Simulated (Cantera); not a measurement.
# NO annealing gas

An isothermal, constant-pressure homogeneous reactor starts with 50.0 % NO, 50.0 % N2, at 2200 K and 100.0 Torr.

Detailed kinetics in Cantera: GRI-Mech 3.0 (53 species, 325 reactions).

```tsv
t (s)	x NO	x O	x N2O	x O2	x N2	x NO2
1.00e-6	0.500	1.45e-7	1.45e-7	1.76e-11	0.500	3.95e-11
4.01e-6	0.500	5.82e-7	5.81e-7	2.84e-10	0.500	6.32e-10
1.61e-5	0.500	2.35e-6	2.31e-6	4.59e-9	0.500	9.88e-9
6.46e-5	0.500	9.55e-6	9.05e-6	7.46e-8	0.500	1.42e-7
0.000259	0.500	4.08e-5	3.27e-5	1.27e-6	0.500	1.57e-6
0.00104	0.500	0.000195	8.91e-5	2.55e-5	0.500	1.09e-5
0.00418	0.498	0.000718	0.000118	0.000542	0.501	3.85e-5
0.0168	0.489	0.00102	0.000108	0.00483	0.505	5.40e-5
0.0673	0.449	0.00146	8.55e-5	0.0247	0.525	7.77e-5
0.270	0.282	0.00254	2.94e-5	0.107	0.608	9.37e-5
1.08	0.0424	0.00355	7.84e-7	0.227	0.727	2.04e-5
4.35	0.0133	0.00366	2.60e-7	0.241	0.742	6.59e-6
17.4	0.0132	0.00366	2.60e-7	0.241	0.742	6.55e-6
70.0	0.0132	0.00366	2.60e-7	0.241	0.742	6.55e-6
```
x: mole fraction; the columns are a selection and need not sum to one.

Equilibrium at this temperature and pressure: NO 0.0132, O 0.00366, N2O 2.60e-7, O2 0.241, N2 0.742, NO2 6.55e-6 (gas phase only).
